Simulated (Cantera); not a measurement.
Charge: 1 mol borazine, a varied amount of H2O, at 1798.15 K and 0.000790 bar.

These are equilibrium values from Cantera (NASA tables, ideal gas, pure condensed phases), not measurements of a reactor. Candidate condensed phases: B, BN, B2O3, B3O3H3, H2O; 39 gas species. The feed counts by its element totals alone. The tables' values for BH2 are old estimates; treat these amounts as uncertain. Equilibrium is a limit: real reactors are often held back by kinetics, nucleation or transport.

log p: log10 of the partial pressure in bar; n: condensed amount in mol.

| n(H2O) (mol) | log p H2 | log p HBO2 | log p N2 | log p HBO | log p B2O3 | log p H2O | log p B2O2 | log p BO | log p H | n BN(s) |
|---|---|---|---|---|---|---|---|---|---|---|
| 0.56 | -3.19 | -6.46 | -4.28 | -4.27 | -6.07 | -7.98 | -4.76 | -4.87 | -5.05 | [?] |
| 0.79 | -3.22 | -6.27 | -4.18 | -4.20 | -5.79 | -7.88 | -4.61 | -4.79 | -5.06 | [?] |
| 1.1 | -3.24 | -6.11 | -4.09 | -4.15 | -5.56 | -7.79 | -4.48 | -4.73 | -5.07 | [?] |
| 1.6 | -3.27 | -5.97 | -4.01 | -4.11 | -5.35 | -7.73 | -4.36 | -4.67 | -5.09 | [?] |
| 2.3 | -3.30 | -5.86 | -3.94 | -4.08 | -5.18 | -7.68 | -4.27 | -4.63 | -5.10 | [?] |
| 3.2 | -3.32 | -5.56 | -3.90 | -4.08 | -4.85 | -7.40 | -4.25 | -4.62 | -5.11 | 0 |
| 4.6 | -3.29 | -4.31 | -3.96 | -4.61 | -4.18 | -5.57 | -5.36 | -5.17 | -5.10 | 0 |
| 6.5 | -3.33 | -3.86 | -4.03 | -5.56 | -4.63 | -4.23 | -7.20 | -6.09 | -5.12 | 0 |

Question: Some entries are withheld; supply them.

Answer: 
- 0.56, n BN(s): 2.45
- 0.79, n BN(s): 2.22
- 1.1, n BN(s): 1.92
- 1.6, n BN(s): 1.44
- 2.3, n BN(s): 0.778
